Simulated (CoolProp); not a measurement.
Computed with CoolProp (reference Helmholtz-energy equation of state, Lemmon 2013).

Problem. For propylene, give the phase and the cv (kJ/(kg K)), Joule-Thomson coefficient (K/MPa), conductivity (mW/(m K)), Prandtl number at 560.6 K and 2.22 MPa; 308.9 K and 0.0903 MPa.

Solution. 
- 560.6 K and 2.22 MPa: gas; cv 2.26, Joule-Thomson coefficient 3.09, conductivity 55.6, Prandtl number 0.737
- 308.9 K and 0.0903 MPa: gas; cv 1.38, Joule-Thomson coefficient 15.4, conductivity 18.2, Prandtl number 0.772

Viscosity comes from a separate model (Huber 2003), an estimate that may be off by 10 % or more. Thermal conductivity comes from a separate model (Huber 2003), an estimate that may be off by 10 % or more.
